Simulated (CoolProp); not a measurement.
Vapour-liquid equilibrium of ethanol (1) + o-xylene (2) at 474 K; x and y are mole fractions of (1).

Model: multi-fluid Helmholtz-energy mixture model, Schroeder 2014 and Zhou 2012; pair parameters Bell 2016, in CoolProp.

```json
[
 {"x": "0.05", "bubble pressure (kPa)": "667.5", "y at the bubble point": "0.434", "dew pressure at overall composition x (kPa)": "389.4", "liquid density (mol/L)": "6.822"},
 {"x": "0.2", "bubble pressure (kPa)": "1308", "y at the bubble point": "0.708", "dew pressure at overall composition x (kPa)": "466.7", "liquid density (mol/L)": "7.238"},
 {"x": "0.35", "bubble pressure (kPa)": "1698", "y at the bubble point": "0.781", "dew pressure at overall composition x (kPa)": "579.0", "liquid density (mol/L)": "7.723"},
 {"x": "0.5", "bubble pressure (kPa)": "1986", "y at the bubble point": "0.824", "dew pressure at overall composition x (kPa)": "759.0", "liquid density (mol/L)": "8.310"},
 {"x": "0.65", "bubble pressure (kPa)": "2262", "y at the bubble point": "0.866", "dew pressure at overall composition x (kPa)": "1093", "liquid density (mol/L)": "9.056"},
 {"x": "0.8", "bubble pressure (kPa)": "2566", "y at the bubble point": "0.915", "dew pressure at overall composition x (kPa)": "1824", "liquid density (mol/L)": "10.05"},
 {"x": "0.95", "bubble pressure (kPa)": "2908", "y at the bubble point": "0.977", "dew pressure at overall composition x (kPa)": "2765", "liquid density (mol/L)": "11.43"}
]
```

No azeotrope shows between x = 0.05 and 0.95.

Pair parameters are fitted to limited data, so mixtures are less certain than the pure fluids.
